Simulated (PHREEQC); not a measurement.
Solution A (1 mmol/kgw H2SO4, 0.0038 mmol/kgw H4SiO4 and 0.7 mmol/kgw H3BO3) is mixed with solution B (0.09 mol/kgw HF, 0.048 mol/kgw NH4HF2 and 0.02 mol/kgw (NH4)2SiF6) at 25 °C; shares are by mass of water, 1 kg in all. Oxygen alone is held at its pressure in air (log pO2 = -0.68). No CO2 enters from the air. Only these solids could form: Chalcedony.

The numbers come from PHREEQC with the ion-association model, wateq4f.dat.

```
share of solution B    pH  H3BO3 (mol/kgw)  SO4-2 (mol/kgw)  BF4- (mol/kgw)  HF (mol/kgw)  HSO4- (mol/kgw)
-------------------  ----  ---------------  ---------------  --------------  ------------  ---------------
0                    2.75         0.000700         0.000873               0             0         0.000127
0.1                     ?          1.93e-6         0.000750        0.000605        0.0108          9.66e-5
0.2                     ?          9.95e-8         0.000642        0.000550             ?          7.77e-5
0.4                  2.70          5.80e-9         0.000454        0.000416        0.0411          4.98e-5
0.5                  2.70          2.24e-9         0.000369        0.000347             ?          3.90e-5
0.6                  2.70         9.70e-10         0.000288        0.000278             ?          2.95e-5
0.8                  2.70         1.90e-10         0.000138        0.000139             ?          1.34e-5
0.9                  2.69         6.51e-11          6.78e-5         6.97e-5             ?          6.40e-6
1                    2.69                0                0               0        0.0846                0
```

### Question
Complete the blanks.

### Answer

- 0.1, pH: 2.73
- 0.2, pH: 2.72
- 0.2, HF (mol/kgw): 0.0220
- 0.5, HF (mol/kgw): 0.0496
- 0.6, HF (mol/kgw): 0.0574
- 0.8, HF (mol/kgw): 0.0717
- 0.9, HF (mol/kgw): 0.0783

wateq4f.dat counts part of the HF as a dimer, H2F2, which phreeqc.dat doesn't know; its constant is uncertain. SiF6-2 is the database's only silicon fluoride. Real BF4- forms and hydrolyses slowly; the run takes it at equilibrium.
